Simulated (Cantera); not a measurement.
A perfectly stirred reactor is fed with H2 : O2 : N2 = 1.2 : 1 : 12 (molar parts), equivalence ratio 0.60, at 0.280 bar; it is held at 1200 K, and followed from long to short residence time.

Cantera simulation using GRI-Mech 3.0 (53 species, 325 reactions); the numbers are that mechanism's predictions, not measurements. The temperature is held fixed by assumption; the heat of reaction is taken as removed at once.

Q: What does this change do: temperature 1200 to 1400 K?

A: 
| quantity | before | after |
|---|---|---|
| x(H2) at τ = 13.0 s | 2.95e-5 | 2.93e-5 |
| x(O2) at τ = 13.0 s | 0.0294 | 0.0294 |
| x(OH) at τ = 13.0 s | 7.57e-5 | 0.000177 |
| x(H) at τ = 13.0 s | 1.70e-6 | 2.52e-6 |
| x(H2O2) at τ = 13.0 s | 9.70e-8 | 2.75e-8 |
| x(H2) at τ = 0.140 s | 0.000580 | 0.000587 |
| x(O2) at τ = 0.140 s | 0.0295 | 0.0294 |
| x(OH) at τ = 0.140 s | 0.000347 | 0.000800 |
| x(H) at τ = 0.140 s | 0.000157 | 0.000233 |
| x(H2O2) at τ = 0.140 s | 5.74e-7 | 2.05e-7 |

Q: What does this change do: temperature 1200 to 1025 K?

A: 
| quantity | before | after |
|---|---|---|
| x(H2) at τ = 13.0 s | 2.95e-5 | 8.38e-5 |
| x(O2) at τ = 13.0 s | 0.0294 | 0.0294 |
| x(OH) at τ = 13.0 s | 7.57e-5 | 2.04e-5 |
| x(H) at τ = 13.0 s | 1.70e-6 | 1.12e-6 |
| x(H2O2) at τ = 13.0 s | 9.70e-8 | 2.29e-7 |
| x(H2) at τ = 0.140 s | 0.000580 | 0.00135 |
| x(O2) at τ = 0.140 s | 0.0295 | 0.0300 |
| x(OH) at τ = 0.140 s | 0.000347 | 0.000112 |
| x(H) at τ = 0.140 s | 0.000157 | 1.00e-4 |
| x(H2O2) at τ = 0.140 s | 5.74e-7 | 7.37e-7 |
